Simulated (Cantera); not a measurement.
## Reactions in the system Cl-F-Mg

Cantera with NASA thermochemical tables; ideal gases at 1 bar, condensed phases pure. Values are per mole of reaction as written; species without (g) are pure solids or liquids, kept so even where they would boil at 1 bar.

MgCl2(g) + F2(g) = 2 Cl(g) + MgF2

| T (K) | ΔH° (kJ) | ΔS° (J/K) | ΔG° (kJ) | log10 K | condensed phases |
|---|---|---|---|---|---|
| 1423 | -461.1 | -54.7 | -383.3 | 14.07 | MgF2(s) |
| 1498 | -459.1 | -53.3 | -379.3 | 13.22 | MgF2(s) |
| 1573 | -398.0 | -13.5 | -376.7 | 12.51 | MgF2(l) |
| 1648 | -395.2 | -11.8 | -375.8 | 11.91 | MgF2(l) |
| 1723 | -392.4 | -10.1 | -375.0 | 11.37 | MgF2(l) |
| 1798 | -389.7 | -8.6 | -374.3 | 10.87 | MgF2(l) |
| 1873 | -386.9 | -7.1 | -373.7 | 10.42 | MgF2(l) |
| 1948 | -384.2 | -5.6 | -373.2 | 10.01 | MgF2(l) |
| 2023 | -381.4 | -4.2 | -372.8 | 9.63 | MgF2(l) |
| 2098 | -378.7 | -2.9 | -372.6 | 9.28 | MgF2(l) |
| 2173 | -376.0 | -1.6 | -372.4 | 8.95 | MgF2(l) |
